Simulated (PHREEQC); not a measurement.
Dissolve 0.093 mol Cu(NO3)2, 0.00056 mol NaHSO4 and 1.3e-05 mol Ca(HCO3)2 per kg of water at 60 °C. Closed to the air; pH follows from the charge balance.

All values are PHREEQC results (ion-association model, phreeqc.dat), not measurements.

This is a speciation only: nothing precipitates in the calculation.

Question: Order these S species by the share of S that they hold, largest first: CuSO4, HSO4-, SO4-2.

Answer: CuSO4 (58 %), SO4-2 (40 %), HSO4- (1.3 %)

The pH is 3.37 and the ionic strength 0.279 mol/kgw. Constants without temperature data keep their 25 °C values here.
